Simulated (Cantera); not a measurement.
Gas mixture: C₂H₂ : CO₂ : CH₃OH : H₂O = 0.84 : 0.61 : 0.97 : 0.13 (molar parts), at 3.60 bar, frozen composition.

Cantera's kinetic-theory transport with the Lennard-Jones parameters of GRI-Mech 3.0, ideal gas; thermal conductivity in the mixture-averaged form. Polar gases are described roughly by these parameters. The composition is frozen, though it would react at the higher temperatures.

One state of this run: ρ (kg/m³) = 0.734; cp (J/kg/K) = 2676; μ (µPa s) = 52.2; λ (mW/m/K) = 185; Pr = 0.756; D (cm²/s) OH = 1.71; D (cm²/s) CH₃ = 1.26; D (cm²/s) NH₃ = 1.38. D: mixture-averaged diffusion coefficient of that species in the mixture.

### Question
Which value of T (K) does it belong to?
(A) 1900
(B) 1150
(C) 1650
(D) 400

### Answer
A, 1900
